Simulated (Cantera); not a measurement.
Charge: 1 mol Cu₂O, a varied amount of CO, 1.7 mol H₂, equilibrated at 2575 K and 7.50 Torr.

Equilibrium computed with Cantera from the NASA thermochemical tables; the gas is ideal and each condensed phase is pure. Candidate condensed phases: C, C₆H₆, C₇H₈, C₈H₁₈, Cu, CuO, Cu(OH)₂, Cu₂O, H₂O; 113 gas species. Kinetics and transport are ignored.

### Question
At 6.1 mol CO, list the 5 most abundant gas species with their mole fractions, and the condensed phases.

### Answer
CO 0.544, Cu 0.191, H 0.0950, H₂ 0.0752, CO₂ 0.0395. Condensed: gas only.
